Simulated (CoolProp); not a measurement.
Vapour-liquid equilibrium of isohexane (1) + n-heptane (2) at 217 kPa; x and y are mole fractions of (1).

Values from CoolProp's multi-fluid Helmholtz-energy mixture model, Lemmon 2006 and Span 2003; pair parameters Bell 2016.

Question: Give the bubble temperature and the first vapour's composition at x = 0.2, 0.5, 0.575. Is there an azeotrope?

Answer: x = 0.2: 115.5 °C, y = 0.381; x = 0.5: 102.4 °C, y = 0.722; x = 0.575: 99.6 °C, y = 0.780. No azeotrope shows between x = 0.05 and 0.95.

The pair parameters rest on a limited set of measurements; away from them the model extrapolates.
